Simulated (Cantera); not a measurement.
Feed: 1 mol BF3, 0.06 mol H2O, at 0.100 bar.

Method: chemical equilibrium by Gibbs-energy minimisation in Cantera with the NASA 1993 tables (ideal gas, pure condensed phases). Candidate condensed phases: B, B2O3, B3O3H3, H2O; 43 gas species. The tables' values for BF2 are old estimates; treat these amounts as uncertain. Gases not in the tables: H3BO3. Kinetics and transport are ignored.

x: gas mole fraction; nothing condenses.

```json
[
 {"T (K)": "1125", "x BF3": "0.879", "x HF": "0.0972", "x BOF": "0.00138", "x B3O3F3": "0.0157", "x H2O": "?"},
 {"T (K)": "1225", "x BF3": "0.873", "x HF": "0.101", "x BOF": "0.00666", "x B3O3F3": "0.0146", "x H2O": "?"},
 {"T (K)": "1325", "x BF3": "0.861", "x HF": "0.103", "x BOF": "0.0224", "x B3O3F3": "0.00966", "x H2O": "?"},
 {"T (K)": "1425", "x BF3": "0.846", "x HF": "0.105", "x BOF": "0.0449", "x B3O3F3": "0.00241", "x H2O": "?"},
 {"T (K)": "1525", "x BF3": "0.841", "x HF": "0.106", "x BOF": "0.0524", "x B3O3F3": "0.000190", "x H2O": "?"},
 {"T (K)": "1625", "x BF3": "0.840", "x HF": "0.107", "x BOF": "0.0533", "x B3O3F3": "1.45e-5", "x H2O": "?"},
 {"T (K)": "1725", "x BF3": "0.839", "x HF": "0.107", "x BOF": "0.0535", "x B3O3F3": "1.45e-6", "x H2O": "?"},
 {"T (K)": "1825", "x BF3": "0.839", "x HF": "0.107", "x BOF": "0.0535", "x B3O3F3": "1.87e-7", "x H2O": "?"}
]
```

**Question.** What belongs in the gaps?

**Answer.** 
- 1125, x H2O: 0.00701
- 1225, x H2O: 0.00476
- 1325, x H2O: 0.00299
- 1425, x H2O: 0.00141
- 1525, x H2O: 0.000468
- 1625, x H2O: 0.000156
- 1725, x H2O: 5.76e-5
- 1825, x H2O: 2.37e-5
